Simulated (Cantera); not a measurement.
Input (Python, Cantera):

```python
import numpy as np
import cantera as ct

gas = ct.Solution("gri30.yaml")
gas.TPX = 1473, 101325, {'C3H8': 1, 'O2': 6.58, 'N2': 24.7}
reactor = ct.IdealGasReactor(gas, energy="on", clone=False)
net = ct.ReactorNet([reactor])
net.rtol, net.atol = 1e-08, 1e-16
show = ['C3H8', 'O2', 'NO2', 'CH2', 'C2H4']
times = np.geomspace(5e-06, 1, 16)

steps = ct.SolutionArray(gas, extra=["t"])
rows = []
print(f"{'t/s':>10s}{'T/K':>9s}{'P/Pa':>11s}" + "".join(f"{s:>11s}" for s in show))
for t in times:
    while net.time < t:
        t_next = net.step()
        steps.append(gas.state, t=t_next)
    rows.append([np.interp(t, steps.t, y) for y in (steps.T, steps.P, *steps(*show).X.T)])
    print(f"{t:10.3e}{rows[-1][0]:9.1f}{rows[-1][1]:11.4g}" + "".join(f"{x:11.3e}" for x in rows[-1][2:]))
rate = np.gradient(steps.T, steps.t)
print("integrator steps:", len(steps.t))
if steps.T.max() > steps.T[0] + 200:
    print(f"time of steepest temperature rise: {steps.t[rate.argmax()]:.4e} s")
gas.TPX = 1473, 101325, {'C3H8': 1, 'O2': 6.58, 'N2': 24.7}
gas.equilibrate("UV")
print(f"equilibrium (UV): T = {gas.T:.1f} K  " + "  ".join(f"{s} {gas[s].X[0]:.3e}" for s in show))
```

Output:

```
       t/s      T/K       P/Pa       C3H8         O2        NO2        CH2       C2H4
 5.000e-06   1469.9  1.012e+05  3.057e-02  2.036e-01  1.331e-16  2.153e-08  3.337e-04
 1.128e-05   1466.9  1.011e+05  2.976e-02  2.032e-01  4.505e-15  1.220e-07  1.102e-03
 2.546e-05   1465.7  1.013e+05  2.728e-02  2.017e-01  9.614e-14  3.119e-07  3.498e-03
 5.743e-05   1483.5  1.034e+05  1.964e-02  1.956e-01  2.423e-12  8.951e-07  1.071e-02
 1.296e-04   2675.3  1.985e+05  3.493e-45  5.740e-02  1.690e-07  5.855e-15  2.316e-24
 2.924e-04   2837.4  2.082e+05  8.456e-45  5.371e-02  1.899e-06  8.784e-15  2.871e-24
 6.598e-04   2830.4  2.076e+05  8.824e-45  5.101e-02  4.701e-06  8.399e-15  2.883e-24
 1.489e-03   2823.5  2.069e+05  9.137e-45  4.860e-02  7.117e-06  8.030e-15  2.890e-24
 3.359e-03   2821.5  2.068e+05  9.234e-45  4.791e-02  7.793e-06  7.924e-15  2.893e-24
 7.579e-03   2821.4  2.068e+05  9.237e-45  4.788e-02  7.816e-06  7.920e-15  2.893e-24
 1.710e-02   2821.4  2.068e+05  9.237e-45  4.788e-02  7.816e-06  7.920e-15  2.893e-24
 3.858e-02   2821.4  2.068e+05  9.237e-45  4.788e-02  7.816e-06  7.920e-15  2.893e-24
 8.706e-02   2821.4  2.068e+05  9.237e-45  4.788e-02  7.816e-06  7.920e-15  2.893e-24
 1.964e-01   2821.4  2.068e+05  9.237e-45  4.788e-02  7.816e-06  7.920e-15  2.893e-24
 4.432e-01   2821.4  2.068e+05  9.237e-45  4.788e-02  7.816e-06  7.920e-15  2.893e-24
 1.000e+00   2821.4  2.068e+05  9.237e-45  4.788e-02  7.816e-06  7.920e-15  2.893e-24
integrator steps: 1700
time of steepest temperature rise: 9.0678e-05 s
equilibrium (UV): T = 2821.4 K  C3H8 1.931e-44  O2 4.788e-02  NO2 7.816e-06  CH2 9.003e-15  C2H4 3.322e-24
```

Cantera simulation using GRI-Mech 3.0 (53 species, 325 reactions); the numbers are that mechanism's predictions, not measurements. GRI-Mech 3.0 was tuned for natural gas; its chemistry of propane as a main component is partial and can be far from experiment.
